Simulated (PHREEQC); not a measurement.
Buffer: an equilibrium model

Dissolve 0.016 mol NaHSO4 and 0.11 mol NaF per kg of water at 25 °C. Closed to the air; pH follows from the charge balance.

All values are PHREEQC results (ion-association model, wateq4f.dat), not measurements.

No solid was allowed to form.

**Question.** Predict the pH.

**Answer.** pH 3.92.

**Question.** In which forms is S present?

**Answer.** SO4-2 83 %, NaSO4- 17 % of the S.
